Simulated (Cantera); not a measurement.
Feed: 1 mol Cr2O3, 150 mol H2, 25 mol N2, equilibrated at 0.000100 bar.

These are equilibrium values from Cantera (NASA tables, ideal gas, pure condensed phases), not measurements of a reactor. Candidate condensed phases: Cr, CrN, Cr2N, Cr2O3, H2O; 29 gas species. Mutual solubility and eutectic melting of coexisting phases are not modelled. Rates play no part. All values below are at 1200 K.

Base state: H2 0.857, N2 0.143, H2O 8.80e-5, H 1.83e-5 (mole fractions); condensed: Cr(s) + Cr2O3(s).

**Question.** What changes in the equilibrium state with this change: Cr2O3 replaced by V2O5?

**Answer.** 
| species | before | after |
|---|---|---|
| H2 | 0.857 | 0.846 |
| N2 | 0.143 | 0.143 |
| H2O | 8.80e-5 | 0.0114 |
| H | 1.83e-5 | 1.81e-5 |
| Cr(s), mol | 0.00986 | 0 |
| Cr2O3(s), mol | 0.995 | 0 |
| V2O3(s), mol | 0 | 1.00 |
Condensed phases not in the tables: the oxides between V2O3 and V2O5 other than VO2. Further candidate phases: V, VN, VO, V2O3, V2O4, V2O5.
